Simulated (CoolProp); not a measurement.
Saturated liquid density (kg/m³) of ethanol: the reference equation beside estimates from Tc = 241.6 °C, pc = 6.268 MPa, ω = 0.644. Rackett uses Z = 0.29056 − 0.08775 ω.

Model: reference Helmholtz-energy equation of state, Schroeder 2014, in CoolProp.

```json
[
 {"T (°C)": "58.35", "reference": "755.5", "Rackett": "849.8", "van der Waals": "403.0", "Redlich-Kwong": "589.8"},
 {"T (°C)": "64.65", "reference": "749.7", "Rackett": "840.7", "van der Waals": "399.2", "Redlich-Kwong": "583.2"},
 {"T (°C)": "71.05", "reference": "743.6", "Rackett": "831.4", "van der Waals": "395.3", "Redlich-Kwong": "___"},
 {"T (°C)": "77.35", "reference": "737.5", "Rackett": "822.0", "van der Waals": "391.4", "Redlich-Kwong": "569.5"},
 {"T (°C)": "83.65", "reference": "731.2", "Rackett": "812.5", "van der Waals": "___", "Redlich-Kwong": "562.4"},
 {"T (°C)": "89.95", "reference": "724.7", "Rackett": "___", "van der Waals": "383.3", "Redlich-Kwong": "555.1"},
 {"T (°C)": "96.35", "reference": "718.0", "Rackett": "792.8", "van der Waals": "379.0", "Redlich-Kwong": "547.5"},
 {"T (°C)": "102.65", "reference": "711.1", "Rackett": "782.8", "van der Waals": "374.7", "Redlich-Kwong": "539.8"},
 {"T (°C)": "108.95", "reference": "704.0", "Rackett": "772.5", "van der Waals": "370.3", "Redlich-Kwong": "531.9"},
 {"T (°C)": "115.35", "reference": "696.4", "Rackett": "761.9", "van der Waals": "365.7", "Redlich-Kwong": "523.6"},
 {"T (°C)": "121.65", "reference": "___", "Rackett": "751.2", "van der Waals": "361.0", "Redlich-Kwong": "515.3"},
 {"T (°C)": "127.95", "reference": "___", "Rackett": "___", "van der Waals": "___", "Redlich-Kwong": "506.6"},
 {"T (°C)": "134.25", "reference": "___", "Rackett": "729.1", "van der Waals": "351.3", "Redlich-Kwong": "497.7"}
]
```

**Question.** Complete the blanks.

**Answer.** 
- 71.05, Redlich-Kwong: 576.4
- 83.65, van der Waals: 387.4
- 89.95, Rackett: 802.8
- 121.65, reference: 688.7
- 127.95, reference: 680.7
- 127.95, Rackett: 740.3
- 127.95, van der Waals: 356.2
- 134.25, reference: 672.3

Absolute difference from the reference over all 13 rows, mean and median: Rackett 10.4 and 10.4 %, van der Waals 47.2 and 47.2 %, Redlich-Kwong 23.8 and 23.7 %.
